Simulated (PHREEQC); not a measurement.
**Hard or scaling water: an equilibrium model**

Make-up at 25 °C: 0.013 mol/kgw CaSO4, 0.24 mol/kgw Na2SO4 and 5.1e-07 mol/kgw H4SiO4. Closed to the air; pH follows from the charge balance.

Model: ion-association model, wateq4f.dat, run in PHREEQC.

This is a speciation only: nothing precipitates in the calculation.

Task: Predict the ionic strength, activity of water.

Result: ionic strength 0.600 mol/kgw; activity of water 0.989.

Task: In which forms is Ca present?

Result: CaSO4 59 %, Ca+2 41 % of the Ca.

The solution is supersaturated, for example in Gypsum, so a real one may precipitate; this is no full list.
